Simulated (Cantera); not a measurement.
A Cantera script and what it prints.

```python
import numpy as np
import cantera as ct

gas_names = [...]  # 127 gases of nasa_gas.yaml made of C, Fe, H, O, S
cond_names = """
    C(gr) C6H6(L) C7H8(L) C8H18(L),n-octa Fe(a) Fe(c) Fe(d) Fe(L) FeC5O5(L) FeO(s) FeO(L) Fe(OH)2(s)
    Fe(OH)3(s) FeS(a) FeS(b) FeS(c) FeS(L) FeSO4(s) FeS2(s) Fe2O3(s) Fe2S3O12(s) Fe3O4(s) H2O(s) H2O(L)
    H2SO4(L) S(cr1) S(cr2) S(L)
""".split()


# ... load() reads the species with a 1 bar reference pressure and builds the phases ...
atoms = {
    'FeS': {'Fe': 1, 'S': 1},
    'O2': {'O': 2},
    'CO2': {'C': 1, 'O': 2},
    'H2S': {'H': 2, 'S': 1},
}
top_T = {'C(gr)': 4500, 'FeSO4(s)': 950, 'FeS2(s)': 1010, 'Fe2O3(s)': 1830, 'Fe2S3O12(s)': 1100, 'Fe3O4(s)': 1870}  # K; cautious upper limits of use, not melting points


# ... equilibrate(T, P, feed) seeds the gas with the atoms and calls Mixture.equilibrate('TP', solver="vcs", rtol=1e-11, max_steps=5000) ...
results = []
feed = {'FeS': 1, 'O2': 0.87, 'CO2': 1.4, 'H2S': 0.57}  # mol
P = 1000  # Pa
for T in [923, 1023, 1123, 1223, 1323, 1423, 1523, 1623, 1723, 1823]:
    mix = equilibrate(T, P, feed)
    results.append((T, P, feed, dict(zip(mix.species_names, mix.species_moles))))
    x = sorted(zip(gas.X, gas.species_names), reverse=True)
    print(f"T = {T:g} K  P = {P:g} Pa  gas = {mix.phase_moles(0):.4g} mol")
    print("   x: " + "  ".join(f"{s} {v:.3e}" for v, s in x if v > 0.0001))
    print("   condensed (mol): " + ("  ".join(f"{mix.phase(i).name} {mix.phase_moles(i):.4g}"
          for i in range(1, mix.n_phases) if mix.phase_moles(i) > 1e-12) or "none"))
```

It prints:

```
T = 923 K  P = 1000 Pa  gas = 2.556 mol
   x: CO2 5.468e-01  H2O 2.194e-01  SO2 2.166e-01  S2 1.221e-02  H2S 2.817e-03  CO 9.301e-04  H2 7.626e-04  S2O 3.275e-04  COS 1.093e-04
   condensed (mol): FeS(c) 0.9448  Fe3O4(s) 0.01841
T = 1023 K  P = 1000 Pa  gas = 2.563 mol
   x: CO2 5.423e-01  H2O 2.174e-01  SO2 2.111e-01  S2 1.974e-02  CO 3.855e-03  H2S 3.023e-03  H2 2.020e-03  S2O 4.412e-04  COS 1.821e-04
   condensed (mol): FeS(c) 0.9173  Fe3O4(s) 0.02756
T = 1123 K  P = 1000 Pa  gas = 2.576 mol
   x: CO2 5.310e-01  H2O 2.136e-01  SO2 2.053e-01  S2 2.926e-02  CO 1.222e-02  H2 4.498e-03  H2S 3.191e-03  S2O 5.615e-04  COS 2.744e-04  SO 1.938e-04
   condensed (mol): FeS(c) 0.8781  Fe3O4(s) 0.04064
T = 1223 K  P = 1000 Pa  gas = 2.623 mol
   x: CO2 5.022e-01  H2O 2.051e-01  SO2 2.041e-01  S2 4.358e-02  CO 3.105e-02  H2 8.683e-03  H2S 3.409e-03  S2O 7.301e-04  SO 6.188e-04  COS 3.891e-04
   condensed (mol): FeO(s) 0.2098  FeS(c) 0.7902
T = 1323 K  P = 1000 Pa  gas = 2.703 mol
   x: CO2 4.464e-01  H2O 1.901e-01  SO2 1.878e-01  S2 8.041e-02  CO 7.092e-02  H2 1.627e-02  H2S 4.431e-03  SO 1.706e-03  S2O 1.078e-03  COS 6.240e-04  SH 2.641e-04
   condensed (mol): FeO(s) 0.3971  FeS(c) 0.6029
T = 1423 K  P = 1000 Pa  gas = 2.827 mol
   x: CO2 3.629e-01  H2O 1.690e-01  SO2 1.663e-01  CO 1.314e-01  S2 1.311e-01  H2 2.700e-02  H2S 5.264e-03  SO 3.940e-03  S2O 1.428e-03  COS 8.404e-04  SH 6.985e-04
   condensed (mol): FeO(s) 0.6804  FeS(c) 0.3196
T = 1523 K  P = 1000 Pa  gas = 2.965 mol
   x: CO2 2.752e-01  CO 1.961e-01  S2 1.747e-01  SO2 1.504e-01  H2O 1.471e-01  H2 3.906e-02  SO 7.890e-03  H2S 5.315e-03  S2O 1.648e-03  SH 1.464e-03  COS 8.898e-04  S 2.212e-04
   condensed (mol): FeO(s) 0.968  FeS(L) 0.03195
T = 1623 K  P = 1000 Pa  gas = 3.023 mol
   x: CO 2.401e-01  CO2 2.222e-01  SO2 1.666e-01  S2 1.636e-01  H2O 1.359e-01  H2 4.737e-02  SO 1.474e-02  H2S 4.012e-03  SH 2.238e-03  S2O 1.620e-03  COS 6.900e-04  S 6.160e-04  H 1.504e-04
   condensed (mol): FeO(s) 0.9999
T = 1723 K  P = 1000 Pa  gas = 3.072 mol
   x: CO 2.758e-01  SO2 1.824e-01  CO2 1.794e-01  S2 1.461e-01  H2O 1.257e-01  H2 5.503e-02  SO 2.524e-02  SH 3.136e-03  H2S 2.983e-03  S2O 1.530e-03  S 1.483e-03  COS 5.162e-04  H 4.278e-04  Fe 1.861e-04
   condensed (mol): FeO(L) 0.9994
T = 1823 K  P = 1000 Pa  gas = 3.124 mol
   x: CO 3.039e-01  SO2 1.927e-01  CO2 1.438e-01  S2 1.285e-01  H2O 1.152e-01  H2 6.226e-02  SO 3.995e-02  SH 4.153e-03  S 3.199e-03  H2S 2.237e-03  S2O 1.406e-03  H 1.081e-03  Fe 1.002e-03  COS 3.838e-04  OH 1.392e-04
   condensed (mol): FeO(L) 0.9967
```

Method: chemical equilibrium by Gibbs-energy minimisation in Cantera with the NASA 1993 tables (ideal gas, pure condensed phases). Metal and sulfide melt together well below either melting point, which pure phases cannot show. Mutual solubility and eutectic melting of coexisting phases are not modelled. The tables' stoichiometric FeO is somewhat more stable than real wüstite, so its field is too wide. FeO, FeS: taken at fixed stoichiometry. Gases not in the tables: S3 to S7.
